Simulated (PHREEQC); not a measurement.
Dissolve 0.0036 mol/kgw TMAH, 6.5e-05 mol/kgw H4SiO4 and 0.0014 mol/kgw K3PO4 at 20 °C. Closed to the air; pH follows from the charge balance.

Computed with PHREEQC (ion-association model, phreeqc.dat).

* **pH**: 11.78
* **ionic strength**: 0.0100 mol/kgw
* **total alkalinity**: 6.40 meq/kg

```tsv
species	molality	activity	log γ
OH-	0.00453	0.00408	-0.045
K+	0.00419	0.00378	-0.045
(CH3)4N+	0.00360	0.00325	-0.045
HPO4-2	0.000989	0.000662	-0.174
PO4-3	0.000406	0.000161	-0.402
H3SiO4-	6.18e-5	5.58e-5	-0.045
KHPO4-	5.39e-6	4.88e-6	-0.043
H2SiO4-2	2.40e-6	1.62e-6	-0.172
H4SiO4	7.58e-7	7.60e-7	0.001
H2PO4-	2.03e-8	1.84e-8	-0.043
```

This is a speciation only: nothing precipitates in the calculation. (CH3)4N+ isn't in the database: it is added as a free cation with an ion size of 4 Å.
